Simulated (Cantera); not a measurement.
Charge: 1 mol Si3N4, 1 mol N2O, 3.6 mol N2, held at 1723 K and 29.0 mbar.

Cantera equilibrium calculation (NASA polynomials, part measured and part estimated; ideal gas, pure solids and liquids). Candidate condensed phases: Si, SiO2, Si2N2O, Si3N4; 16 gas species. Mutual solubility and eutectic melting of coexisting phases are not modelled. Rates play no part.

What is the equilibrium state?


```
Item                                 Result
--------------------------------  ---------
x(N2)                                 0.999
x(SiO)                              0.00138
x(Si)                               6.38e-6
n(Si2N2O(s))                      0.993 mol
n(Si3N4(s))                       0.336 mol
gas amount                        4.942 mol
log10 activity of Si(l) (absent)      -0.73
```
